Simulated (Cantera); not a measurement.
An isothermal, constant-pressure homogeneous reactor starts with 35.7 % CH4, 64.3 % H2O, at 1850 K and 10.0 bar.

Cantera simulation using GRI-Mech 3.0 (53 species, 325 reactions); the numbers are that mechanism's predictions, not measurements.

One state of this run: x CH4 = 0.00150; x H2O = 0.157; x CO2 = 0.0120; x CH2CO = 9.76e-8; x HO2 = <1e-12; x CH2 = 1.64e-9; x OH = 2.49e-6. x: mole fraction; the columns are a selection and need not sum to one.

Task: Which value of t (s) does it belong to?
A. 2.00
B. 0.000100
C. 0.384
D. 0.168

Result: C, 0.384
